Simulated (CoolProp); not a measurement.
Saturated liquid density (kg/m³) of C2F6 (R116): the reference equation beside estimates from Tc = 293.0 K, pc = 3.048 MPa, ω = 0.257.

Model: reference Helmholtz-energy equation of state, Lemmon 2006, in CoolProp. It is a short technical equation, of lower accuracy than the large ones.

| T (K) | reference | van der Waals | Peng-Robinson |
|---|---|---|---|
| 233.8 | 1415 | 892.0 | 1502 |
| 237.3 | 1395 | 879.1 | 1476 |
| 240.8 | 1374 | 865.7 | 1448 |
| 244.3 | 1353 | 851.8 | 1419 |
| 247.8 | 1331 | 837.4 | 1389 |
| 251.3 | 1308 | 822.3 | 1357 |
| 254.7 | 1285 | 807.1 | 1324 |
| 258.2 | 1260 | 790.7 | 1288 |
| 261.7 | 1234 | 773.4 | 1250 |
| 265.2 | 1206 | 755.1 | 1210 |
| 268.7 | 1176 | 735.6 | 1167 |
| 272.2 | 1143 | 714.7 | 1120 |
| 275.7 | 1108 | 691.9 | 1068 |

Absolute difference from the reference over all 13 rows, mean and median: van der Waals 37.2 and 37.2 %, Peng-Robinson 3.4 and 3.6 %.
